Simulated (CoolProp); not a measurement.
Saturation properties of carbon monoxide.

Values from CoolProp's reference Helmholtz-energy equation of state, Lemmon 2006. It is a short technical equation, of lower accuracy than the large ones.

| T (°C) | p (bar) | vapour density (kg/m³) | enthalpy of vaporisation (kJ/kg) | liquid cp (kJ/(kg K)) |
|---|---|---|---|---|
| -192.15 | 0.9417 | 4.076 | 215.6 | 2.144 |
| -188.15 | 1.461 | 6.119 | 209.9 | 2.158 |
| -184.05 | 2.193 | 8.930 | 203.7 | 2.182 |
| -180.05 | 3.142 | 12.52 | 197.1 | 2.215 |
| -175.95 | 4.398 | 17.25 | 189.7 | 2.263 |
| -171.95 | 5.943 | 23.10 | 181.8 | 2.327 |
| -167.85 | 7.899 | 30.65 | 172.8 | 2.415 |
| -163.85 | 10.22 | 39.90 | 162.9 | 2.533 |
| -159.75 | 13.06 | 51.85 | 151.5 | 2.705 |
| -155.75 | 16.34 | 66.75 | 138.5 | 2.958 |
| -151.65 | 20.28 | 86.81 | 122.8 | 3.391 |
| -147.65 | 24.75 | 114.0 | 103.5 | 4.254 |

It boils at -191.5 °C under 1 atm.
